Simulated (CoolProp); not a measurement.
The numbers come from the reference Helmholtz-energy equation of state, Lemmon 2006 in CoolProp. It is a short technical equation, of lower accuracy than the large ones.

Problem. Give the vapour pressure (MPa), surface tension (mN/m), liquid viscosity (µPa s), liquid conductivity (mW/(m K)) of saturated toluene at 286.8, 316.6, 331.5 K.

Solution. 
```csv
T (K),p (MPa),surface tension (mN/m),liquid viscosity (µPa s),liquid conductivity (mW/(m K))
286.8,0.00206,29.3,636,133
316.6,0.00923,25.7,448,125
331.5,0.0174,23.9,386,121
```

Viscosity comes from a separate model (Avgeri 2015). Thermal conductivity comes from a separate model (Assael 2012). Surface tension comes from a separate correlation (Mulero 2012).
